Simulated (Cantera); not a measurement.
**Equilibrium for roasting and sulfation: MgCO3 + SO2 + CO2**

Charge: 1 mol MgCO3, 4.2 mol SO2, 0.053 mol CO2, held at 0.133 bar.

Method: chemical equilibrium by Gibbs-energy minimisation in Cantera with the NASA 1993 tables (ideal gas, pure condensed phases). Candidate condensed phases: C, Mg, MgCO3, MgO, MgS, MgSO4, S; 26 gas species. Gases not in the tables: S3 to S7. The numbers say what is thermodynamically allowed, not how fast it happens.

From 327 °C to 427 °C the condensed part is MgSO4(s). At 527 °C the condensed part is MgO(s) + MgSO4(s). From 627 °C to 1627 °C the condensed part is MgO(s).

```tsv
T (°C)	x SO2	x CO2	x S2	x S8	x CO	x O2	x S2O	x SO	n MgSO4(s)	n MgO(s)
327	0.706	0.275	0.00276	0.0156	7.10e-8	<1e-12	0.000492	1.22e-9	1.00	0
427	0.685	0.268	0.0383	0.00573	2.55e-6	<1e-12	0.00309	7.55e-8	1.00	0
527	0.794	0.203	0.00234	1.51e-11	8.07e-6	<1e-12	0.000375	5.51e-7	0.0545	0.946
627	0.800	0.200	4.33e-9	<1e-12	1.61e-6	<1e-12	1.77e-8	1.56e-7	0	1.000
727	0.800	0.200	6.70e-10	<1e-12	3.95e-6	7.16e-11	4.15e-9	4.96e-7	0	1.00
827	0.800	0.200	4.30e-10	<1e-12	1.07e-5	4.67e-9	2.85e-9	1.68e-6	0	1.00
927	0.800	0.200	3.02e-10	<1e-12	2.47e-5	1.50e-7	2.11e-9	4.65e-6	0	1.00
1027	0.799	0.200	2.59e-10	<1e-12	5.17e-5	2.64e-6	1.83e-9	1.14e-5	0	1.00
1127	0.799	0.200	3.83e-10	<1e-12	0.000111	2.36e-5	2.39e-9	2.81e-5	0	1.00
1227	0.799	0.200	1.13e-9	<1e-12	0.000257	0.000109	5.27e-9	7.37e-5	0	1.00
1327	0.799	0.200	4.51e-9	<1e-12	0.000598	0.000333	1.46e-8	0.000191	0	1.00
1427	0.798	0.199	1.81e-8	<1e-12	0.00131	0.000820	4.05e-8	0.000462	0	1.00
1527	0.797	0.197	6.62e-8	<1e-12	0.00265	0.00177	1.05e-7	0.00103	0	1.00
1627	0.794	0.195	2.17e-7	<1e-12	0.00497	0.00346	2.53e-7	0.00212	0	1.000
```
x: gas mole fraction; n: condensed amount in mol.
